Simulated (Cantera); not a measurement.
A perfectly stirred reactor is fed with CH4 : H2 : O2 : N2 = 1 : 0.06 : 3.83 : 26.4 (molar parts), equivalence ratio 0.53, at 0.350 bar; it is adiabatic with a 700 K inlet, and is followed from long to short residence time, starting on the burning branch (τ in s: 0.12, 0.05, 0.02, 0.0084, 0.0035, 0.0014, 0.00059, 0.00024, 0.0001, 4.1e-05).

Cantera simulation using GRI-Mech 3.0 (53 species, 325 reactions); the numbers are that mechanism's predictions, not measurements.

Q: Predict: blow-out, bracketed by the residence times tried; x(CH4) at τ = 0.120 s; x(H2) at τ = 0.120 s; x(O2) at τ = 0.120 s; x(CH3) at τ = 0.120 s; x(HCO) at τ = 0.120 s; x(CH4) at τ = 1.40 ms; x(H2) at τ = 1.40 ms; x(O2) at τ = 1.40 ms; x(CH3) at τ = 1.40 ms; x(HCO) at τ = 1.40 ms.

A: 
```json
{
 "blow_out_bracketed_by_the_residence_times_tried": "burning at 1.40 ms, out at 0.590 ms",
 "x(CH4) at τ = 0.120 s": "2.86e-5",
 "x(H2) at τ = 0.120 s": "0.000155",
 "x(O2) at τ = 0.120 s": "0.0577",
 "x(CH3) at τ = 0.120 s": "2.62e-6",
 "x(HCO) at τ = 0.120 s": "3.59e-8",
 "x(CH4) at τ = 1.40 ms": "0.00124",
 "x(H2) at τ = 1.40 ms": "0.00244",
 "x(O2) at τ = 1.40 ms": "0.0665",
 "x(CH3) at τ = 1.40 ms": "6.11e-5",
 "x(HCO) at τ = 1.40 ms": "3.06e-6"
}
```
